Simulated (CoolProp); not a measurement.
Aqueous potassium acetate as a coolant, 38 % by mass, freezing at -38.0 °C, 1 atm.

The numbers come from the Melinder's fits for secondary coolants in CoolProp.

```tsv
T (°C)	viscosity (mPa s)	cp (kJ/(kg K))	Prandtl number	density (kg/m³)
-24.5	19.7	2.904	134	1221
-18.3	13.8	2.919	92.9	1219
-12.1	___	2.934	66.8	1217
-5.9	___	2.949	49.8	1215
0.3	5.88	2.963	38.4	1212
6.5	4.71	2.978	30.4	1210
12.6	3.87	2.993	24.8	___
18.8	3.24	3.008	20.5	1204
25	2.76	3.024	___	1201
31.2	2.38	3.041	14.8	1198
37.4	2.06	3.058	12.7	1195
```

What belongs in the gaps?


- -12.1, viscosity (mPa s): 10.0
- -5.9, viscosity (mPa s): 7.55
- 12.6, density (kg/m³): 1207
- 25, Prandtl number: 17.3
